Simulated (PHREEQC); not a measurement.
Copper plating or etch bath: an equilibrium model

Consider water at 25 °C with 0.0005 mol/kgw Cu(NO3)2, 0.0023 mol/kgw HBF4 and 3.1e-05 mol/kgw H3BO3. Closed to the air; pH follows from the charge balance.

Equilibrium calculation in PHREEQC: ion-association model, phreeqc.dat.

| Item | Result |
|---|---|
| pH | 2.65 |
| ionic strength | 0.00385 mol/kgw |
| total alkalinity | -9.20 meq/kg |

| species | molality | activity | log γ |
|---|---|---|---|
| HF | 0.00290 | 0.00290 | 0.000 |
| H+ | 0.00236 | 0.00222 | -0.027 |
| BF4- | 0.00119 | 0.00111 | -0.029 |
| NO3- | 0.00100 | 0.000934 | -0.030 |
| F- | 0.000933 | 0.000872 | -0.030 |
| H3BO3 | 0.000922 | 0.000923 | 0.000 |
| Cu+2 | 0.000494 | 0.000381 | -0.113 |
| BF3OH- | 0.000151 | 0.000141 | -0.029 |
| BF2(OH)2- | 7.10e-5 | 6.64e-5 | -0.029 |
| HF2- | 1.04e-5 | 9.70e-6 | -0.029 |
| CuF+ | 6.46e-6 | 6.04e-6 | -0.029 |
| BF(OH)3- | 3.43e-7 | 3.20e-7 | -0.029 |
| CuOH+ | 1.84e-9 | 1.72e-9 | -0.029 |

This is a speciation only: nothing precipitates in the calculation. Complexes and solids missing from the database can't appear. Real BF4- forms and hydrolyses slowly; the run takes it at equilibrium.
